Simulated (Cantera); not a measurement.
A Cantera script and what it prints.

```python
import numpy as np
import cantera as ct

gas_names = [...]  # 136 gases of nasa_gas.yaml made of C, H, N, O
cond_names = """
    C(gr) C6H6(L) C7H8(L) C8H18(L),n-octa H2O(s) H2O(L)
""".split()


# ... load() reads the species with a 1 bar reference pressure and builds the phases ...
atoms = {
    'C2H6': {'C': 2, 'H': 6},
    'NH3': {'N': 1, 'H': 3},
    'O2': {'O': 2},
}
top_T = {'C(gr)': 4500}  # K; cautious upper limits of use, not melting points


# ... equilibrate(T, P, feed) seeds the gas with the atoms and calls Mixture.equilibrate('TP', solver="vcs", rtol=1e-11, max_steps=5000) ...
results = []
feed = {'C2H6': 1, 'NH3': 0.14, 'O2': 0.028}  # mol
T = 2575  # K
P = 34000  # Pa
mix = equilibrate(T, P, feed)
results.append((T, P, feed, dict(zip(mix.species_names, mix.species_moles))))
print(gas.report(threshold=1e-06))
for i in range(1, mix.n_phases):
    print(f"{mix.phase(i).name:16s} {mix.phase_moles(i):12.5e} mol")
```

It prints:

```
       temperature   2575 K
          pressure   34000 Pa
           density   0.0053479 kg/m^3
  mean mol. weight   3.3676 kg/kmol
   phase of matter   gas

                          1 kg             1 kmol
                     ---------------   ---------------
          enthalpy        2.6322e+07        8.8642e+07  J
   internal energy        1.9965e+07        6.7232e+07  J
           entropy             63446        2.1366e+05  J/K
    Gibbs function       -1.3705e+08       -4.6152e+08  J
 heat capacity c_p             10704             36046  J/K
 heat capacity c_v            8234.9             27732  J/K

                      mass frac. Y      mole frac. X     chem. pot. / RT
                     ---------------   ---------------   ---------------
                 C        4.7492e-06        1.3316e-06            -3.332
               CH2        2.2153e-05        5.3184e-06           -24.844
               CH3        0.00017802        3.9874e-05             -35.6
               CH4         0.0001706        3.5809e-05           -46.356
                CN        0.00030484        3.9456e-05           -19.887
                CO           0.13571          0.016316            -38.95
               C2H        0.00051253        6.8956e-05            -17.42
    C2H2,acetylene           0.10098           0.01306           -28.176
   C2H2,vinylidene        0.00010067        1.3019e-05           -28.176
        C2H3,vinyl        1.1528e-05        1.4353e-06           -38.932
              C2H4        1.8456e-05        2.2155e-06           -49.688
              C2N2        2.7616e-05        1.7872e-06           -39.774
                C3        4.8514e-05         4.534e-06           -9.9961
    C3H3,propargyl        1.8401e-05        1.5866e-06           -42.264
              C4H2         0.0011817        7.9493e-05            -34.84
                 H          0.016759           0.05599           -10.756
               HCN          0.078363         0.0097644           -30.643
               HNC         0.0099773         0.0012432           -30.643
                H2           0.53188           0.88846           -21.512
                N2            0.1237           0.01487            -33.11
     [ +116 minor]        2.6259e-05         2.863e-06

C(gr)             1.81438e+00 mol
```

Cantera equilibrium calculation (NASA polynomials, part measured and part estimated; ideal gas, pure solids and liquids).
